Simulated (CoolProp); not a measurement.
Water at 404.92 K and 0.0273 MPa flows at 0.11 m/s in a round tube of 6 mm bore and 0.25 µm roughness, fully developed (64/Re and Nu = 3.66 if laminar; Colebrook and Gnielinski if turbulent). Each further row changes one setting.

Computed with CoolProp (reference Helmholtz-energy equation of state, Wagner 2002).

```csv
case,Reynolds number,Darcy friction factor,pressure drop (Pa/m),heat-transfer coefficient (W/(m² K)),mass flow (kg/h)
as stated,7.15,8.95,1.32,16.4,0.00164
velocity 0.22 m/s,14.3,4.48,2.64,16.4,0.00328
diameter 12 mm,14.3,4.48,0.331,8.22,0.00656
```

Viscosity comes from a separate model (Huber 2009). Thermal conductivity comes from a separate model (Huber 2012).
